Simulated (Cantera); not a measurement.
An isothermal, constant-pressure homogeneous reactor starts with CH4 : N2 = 1 : 49 (molar parts), at 1500 K and 3.08 Torr. Integrator tolerance rtol = 1e-08.

Model: GRI-Mech 3.0 (53 species, 325 reactions), integrated in Cantera. GRI-Mech 3.0 stops at C3 and has no aromatics, soot or wall deposition, so with more carbon than oxygen in the feed, carbon stays in small species such as C2H2 where larger ones or solid carbon would form. Radical loss at walls, strong at low pressure, is not modelled.

What does this change do: pressure from 3.08 Torr to 195 Torr?


```csv
quantity,before,after
x(CH4) at 6.00 s,0.0166 (gas-phase equilibrium 6.20e-7),0.00391 (gas-phase equilibrium 3.91e-5)
x(H) at 6.00 s,3.15e-6 (gas-phase equilibrium 4.75e-5),4.36e-6 (gas-phase equilibrium 5.95e-6)
x(HCN) at 6.00 s,7.68e-9 (gas-phase equilibrium 0.0171),9.15e-8 (gas-phase equilibrium 0.0171)
x(C2H4) at 6.00 s,0.000624 (gas-phase equilibrium 4.26e-8),2.50e-5 (gas-phase equilibrium 2.69e-6)
x(CH3) at 6.00 s,0.000187 (gas-phase equilibrium 2.02e-8),1.45e-5 (gas-phase equilibrium 1.61e-7)
x(C2H) at 6.00 s,1.35e-9 (gas-phase equilibrium 3.81e-9),2.73e-9 (gas-phase equilibrium 4.77e-10)
```
